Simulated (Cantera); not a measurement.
A closed system holds: 1 mol Fe, 0.47 mol CO, 13 mol N₂, held at 1748 K and 380000 Pa.

These are equilibrium values from Cantera (NASA tables, ideal gas, pure condensed phases), not measurements of a reactor. Candidate condensed phases: C, Fe, Fe(CO)₅, FeO, Fe₂O₃, Fe₃O₄; 27 gas species. Equilibrium is a limit: real reactors are often held back by kinetics, nucleation or transport.

Base state: N₂ 0.965, CO 0.0349 (mole fractions); condensed: Fe(δ).

### Question
What changes in the equilibrium state with this change: Fe replaced by Al?

### Answer
```csv
species,before,after
N₂,0.965,0.964
CO,0.0349,0.0362
"Fe(δ), mol",1.000,0
"AlN(s), mol",0,1.00
```
Further candidate phases: Al, AlN, Al₂O₃.
